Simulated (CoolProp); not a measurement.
The fluid at 385.74 K and 1.14 MPa is compressed adiabatically to 7.98 MPa with isentropic efficiency 0.9. The same conditions are run with several fluids, on thermodynamics alone (safety and materials aside).

The numbers come from the reference Helmholtz-energy equation of state of each fluid (ammonia: Gao 2020; CF4 (R14): Platzer 1990; propane: Lemmon 2009; propylene: Lemmon 2013) in CoolProp. The equations of Platzer and Polt are older, rougher fits.

```
fluid      work (kJ/kg)  final temperature (K)    final phase  final density (kg/m³)
---------  ------------  ---------------------  -------------  ---------------------
ammonia             477                  598.1            gas                   29.0
CF4 (R14)          88.0                  497.5  supercritical                    168
propane             145                  484.0  supercritical                    118
propylene           159                  495.2  supercritical                    103
```
